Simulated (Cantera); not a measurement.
## Adiabatic ignition

An adiabatic, constant-volume homogeneous reactor starts with CH₄ : O₂ : N₂ = 1 : 1.67 : 6.27 (molar parts), equivalence ratio 1.2, at 1648 K and 3980 Torr.

Computed with Cantera and GRI-Mech 3.0 (53 species, 325 reactions). Above 3000 K some thermodynamic fits are extrapolated.

```
t (s)     T (K)  P (bar)   x CH₄     x O₂     x CH₂      x NO    x C₂H₂     x HCN      x O
--------  -----  -------  ------  -------  --------  --------  --------  --------  -------
7.00e-6    1648     5.30   0.112    0.187  3.60e-10    <1e-12  9.02e-11    <1e-12  1.47e-7
1.67e-5    1648     5.30   0.111    0.187   3.22e-9  1.97e-12   6.22e-9    <1e-12  4.17e-7
3.99e-5    1656     5.33   0.109    0.185   2.42e-8  1.57e-11   4.97e-7  1.57e-12  1.28e-6
9.51e-5    3153     10.9  <1e-12  0.00974  4.44e-12   0.00282    <1e-12   2.27e-8  0.00562
0.000227   3135     10.8  <1e-12  0.00807  4.46e-12   0.00987    <1e-12   5.39e-8  0.00484
0.000542   3135     10.8  <1e-12  0.00805  4.46e-12   0.00995    <1e-12   5.42e-8  0.00483
0.00129    3135     10.8  <1e-12  0.00805  4.46e-12   0.00995    <1e-12   5.42e-8  0.00483
0.00308    3135     10.8  <1e-12  0.00805  4.46e-12   0.00995    <1e-12   5.42e-8  0.00483
0.00736    3135     10.8  <1e-12  0.00805  4.46e-12   0.00995    <1e-12   5.42e-8  0.00483
0.0176     3135     10.8  <1e-12  0.00805  4.46e-12   0.00995    <1e-12   5.42e-8  0.00483
0.0419     3135     10.8  <1e-12  0.00805  4.46e-12   0.00995    <1e-12   5.42e-8  0.00483
0.100      3135     10.8  <1e-12  0.00805  4.46e-12   0.00995    <1e-12   5.42e-8  0.00483
```
x: mole fraction; the columns are a selection and need not sum to one.

```yaml
time_of_steepest_temperature_rise: 82.9 µs
temperature at 0.100 s: 3135 K
equilibrium_temperature: 3135 K
x(CH₄) at 0.100 s: <1e-12 (gas-phase equilibrium 1.17e-12)
x(O₂) at 0.100 s: 0.00805 (gas-phase equilibrium 0.00805)
x(CH₂) at 0.100 s: 4.46e-12 (gas-phase equilibrium 4.71e-12)
```
